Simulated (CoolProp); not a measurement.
Nitrogen at 413.89 K and 1.67 MPa flows at 0.18 m/s in a round tube of 2 mm bore and 0.25 µm roughness, fully developed (64/Re and Nu = 3.66 if laminar; Colebrook and Gnielinski if turbulent). Each further row changes one setting.

Model: reference Helmholtz-energy equation of state, Span 2000, in CoolProp.

```csv
case,Reynolds number,Darcy friction factor,pressure drop (Pa/m),heat-transfer coefficient (W/(m² K)),mass flow (kg/h)
as stated,[?],0.301,33.0,62.4,0.0275
velocity 0.36 m/s,425,0.151,[?],62.4,[?]
diameter 4 mm,425,0.151,[?],[?],[?]
```

Fill in the missing entries.


- as stated, Reynolds number: 212
- velocity 0.36 m/s, pressure drop (Pa/m): 66.0
- velocity 0.36 m/s, mass flow (kg/h): 0.0551
- diameter 4 mm, pressure drop (Pa/m): 8.25
- diameter 4 mm, heat-transfer coefficient (W/(m² K)): 31.2
- diameter 4 mm, mass flow (kg/h): 0.110

Viscosity comes from a separate model (Lemmon 2004). Thermal conductivity comes from a separate model (Lemmon 2004).
